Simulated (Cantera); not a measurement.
## NO annealing gas

An isothermal, constant-pressure homogeneous reactor starts with NO : N2 = 1 : 0.12 (molar parts), at 1800 K and 0.390 bar.

Cantera simulation using GRI-Mech 3.0 (53 species, 325 reactions); the numbers are that mechanism's predictions, not measurements.

| t (s) | x NO | x O | x O2 | x NO2 | x N2 | x N2O |
|---|---|---|---|---|---|---|
| 4.00e-6 | 0.893 | 2.79e-7 | 1.02e-10 | 9.31e-9 | 0.107 | 2.88e-7 |
| 2.89e-5 | 0.893 | 1.66e-6 | 4.75e-9 | 4.24e-7 | 0.107 | 2.08e-6 |
| 0.000209 | 0.893 | 4.78e-6 | 1.68e-7 | 1.05e-5 | 0.107 | 1.47e-5 |
| 0.00151 | 0.893 | 1.10e-5 | 9.16e-6 | 9.97e-5 | 0.107 | 9.27e-5 |
| 0.0110 | 0.891 | 2.23e-5 | 0.000517 | 0.000282 | 0.108 | 0.000294 |
| 0.0792 | 0.881 | 2.70e-5 | 0.00555 | 0.000350 | 0.113 | 0.000313 |
| 0.573 | 0.812 | 4.55e-5 | 0.0399 | 0.000590 | 0.147 | 0.000259 |
| 4.15 | 0.494 | 8.96e-5 | 0.199 | 0.000753 | 0.306 | 9.09e-5 |
| 30.0 | 0.0792 | 0.000125 | 0.407 | 0.000172 | 0.514 | 2.36e-6 |
x: mole fraction; the columns are a selection and need not sum to one.

Equilibrium at this temperature and pressure: NO 0.00507, O 0.000131, O2 0.444, NO2 1.15e-5, N2 0.551, N2O 1.52e-7 (gas phase only).
